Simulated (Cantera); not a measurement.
A perfectly stirred reactor is fed with CH4 : O2 : N2 = 1 : 2.2 : 8.26 (molar parts), equivalence ratio 0.91, at 750 Torr; it is adiabatic with a 550 K inlet, and is followed from long to short residence time, starting on the burning branch (τ in s: 0.37, 0.13, 0.045, 0.016, 0.0054, 0.0019, 0.00066, 0.00023, 8e-05).

Detailed kinetics in Cantera: GRI-Mech 3.0 (53 species, 325 reactions).

Task: Predict: blow-out, bracketed by the residence times tried; x(CH4) at τ = 0.370 s; x(O2) at τ = 0.370 s; x(NO) at τ = 0.370 s; x(CH4) at τ = 5.40 ms; x(O2) at τ = 5.40 ms; x(C2H4) at τ = 5.40 ms; x(CH2CO) at τ = 5.40 ms; x(NO) at τ = 5.40 ms.

Result: 
- blow-out, bracketed by the residence times tried: burning at 80.0 µs, the shortest tried
- x(CH4) at τ = 0.370 s: 6.53e-7
- x(O2) at τ = 0.370 s: 0.0187
- x(NO) at τ = 0.370 s: 0.00332
- x(CH4) at τ = 5.40 ms: 2.49e-5
- x(O2) at τ = 5.40 ms: 0.0236
- x(C2H4) at τ = 5.40 ms: 4.80e-9
- x(CH2CO) at τ = 5.40 ms: 6.47e-9
- x(NO) at τ = 5.40 ms: 0.000407
